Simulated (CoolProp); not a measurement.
Carbon dioxide at 298.15 K and 2.99 MPa flows at 17 m/s in a round tube of 2 mm bore and 1.5 µm roughness, fully developed (64/Re and Nu = 3.66 if laminar; Colebrook and Gnielinski if turbulent). Each further row changes one setting.

The numbers come from the reference Helmholtz-energy equation of state, Span 1996 in CoolProp.

| case | Reynolds number | Darcy friction factor | pressure drop (Pa/m) | heat-transfer coefficient (W/(m² K)) | mass flow (kg/h) |
|---|---|---|---|---|---|
| as stated | (withheld) | 0.0206 | (withheld) | (withheld) | (withheld) |
| velocity 34 m/s | 281000 | (withheld) | 361000 | 6350 | 24.5 |
| diameter 4 mm | 281000 | 0.0176 | 40500 | 2840 | 49.1 |

**Question.** What belongs in the gaps?

**Answer.** 
- as stated, Reynolds number: 140000
- as stated, pressure drop (Pa/m): 94900
- as stated, heat-transfer coefficient (W/(m² K)): 3330
- as stated, mass flow (kg/h): 12.3
- velocity 34 m/s, Darcy friction factor: 0.0196

Viscosity comes from a separate model (Laesecke 2017). Thermal conductivity comes from a separate model (Huber 2016).
